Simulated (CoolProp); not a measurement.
A Linde-Hampson liquefier for CF4 (R14): isothermal reversible compression at 320 K from 1 atm to 15 MPa, throttling to 1 atm, return gas leaving the recuperator 0 K below the feed. Each further row changes one setting.

The numbers come from the reference Helmholtz-energy equation of state, Platzer 1990 in CoolProp. This equation is an older, rougher fit; its heat capacities, sound speeds and derivatives of the liquid may be far off and weren't checked against measurements.

| case | liquid yield per pass | compression work (kJ/kg of gas) |
|---|---|---|
| as stated | 0.197 | 141 |
| high pressure 30 MPa | 0.249 | 159 |
| warm-end temperature 350 K | 0.146 | 158 |
| warm-end gap 5 K | 0.185 | 141 |
